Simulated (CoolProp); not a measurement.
A closed Brayton cycle with carbon dioxide: compressor inlet 309.15 K and 9.3 MPa, high pressure 21.9 MPa, turbine inlet 825 K, compressor efficiency 0.8, turbine efficiency 0.85, recuperator effectiveness 0 (on enthalpy, no pinch check). Each further row changes one setting.

Values from CoolProp's reference Helmholtz-energy equation of state, Span 1996.

```json
[
 {"case": "as stated", "thermal efficiency (%)": "12.0", "net work (kJ/kg)": "85.3", "compressor to turbine work": "0.21", "compressor exit (K)": "334.2", "turbine exit (K)": "727.1"},
 {"case": "turbine inlet 775 K", "thermal efficiency (%)": "12.0", "net work (kJ/kg)": "77.9", "compressor to turbine work": "0.22", "compressor exit (K)": "334.2", "turbine exit (K)": "680.5"},
 {"case": "compressor inlet 319.15 K", "thermal efficiency (%)": "11.8", "net work (kJ/kg)": "72.9", "compressor to turbine work": "0.32", "compressor exit (K)": "374.4", "turbine exit (K)": "727.1"},
 {"case": "high pressure 18.6 MPa", "thermal efficiency (%)": "9.9", "net work (kJ/kg)": "71.5", "compressor to turbine work": "0.19", "compressor exit (K)": "328.8", "turbine exit (K)": "745.4"},
 {"case": "recuperator effectiveness 0.5", "thermal efficiency (%)": "18.2", "net work (kJ/kg)": "85.3", "compressor to turbine work": "0.21", "compressor exit (K)": "334.2", "turbine exit (K)": "727.1"}
]
```
